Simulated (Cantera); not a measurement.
A closed system holds: 1 mol Si3N4, 0.2 mol H2O, 26 mol N2, 0.87 mol CO2, at 2023.15 K and 1200 Torr.

These are equilibrium values from Cantera (NASA tables, ideal gas, pure condensed phases), not measurements of a reactor. Candidate condensed phases: C, C6H6, C7H8, C8H18, H2O, Si, SiC, SiO2, Si2N2O, Si3N4; 151 gas species. Mutual solubility and eutectic melting of coexisting phases are not modelled. Kinetics and transport are ignored.

Base state: N2 0.969, CO 0.0201, H2 0.00702, SiO 0.00290, HCN 0.000347, H 0.000126, HNC 2.06e-5 (mole fractions); condensed: SiC(s) + Si2N2O(s).

### Question
What changes in the equilibrium state with this change: temperature from 2023.15 K to 1173.15 K?

### Answer
| species | before | after |
|---|---|---|
| N2 | 0.969 | 0.986 |
| H2 | 0.00702 | 0.00741 |
| CO | 0.0201 | 0.00642 |
| SiO | 0.00290 | <1e-9 |
| H | 0.000126 | 8.05e-9 |
| HNC | 2.06e-5 | 2.04e-8 |
| HCN | 0.000347 | 4.70e-6 |
| SiC(s), mol | 0.306 | 0 |
| Si2N2O(s), mol | 1.31 | 1.41 |
| C(graphite), mol | 0 | 0.697 |
| SiO2(β-quartz), mol | 0 | 0.178 |
The tables hold silica as quartz up to 1696 K and as liquid above; real silica turns to tridymite and cristobalite and melts near 1996 K.
